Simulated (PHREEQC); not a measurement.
Consider water at 25 °C with 0.0027 mol/kgw NaHS, 0.0011 mol/kgw NaCl and 0.041 mol/kgw ZnCl2. Closed to the air; pH follows from the charge balance.

The numbers come from PHREEQC with the ion-association model, phreeqc.dat.

No solid was allowed to form.

### Question
Order these Zn species by the share of Zn that they hold, largest first: ZnCl2, Zn(HS)2, ZnCl+, Zn+2.

### Answer
Zn+2 (89 %), ZnCl+ (6.9 %), Zn(HS)2 (3.3 %), ZnCl2 (0.32 %)

The pH is 5.24 and the ionic strength 0.117 mol/kgw. Examples of supersaturated solids here: Sphalerite (slow to form). Others may be too. Species that the database lacks are ignored.
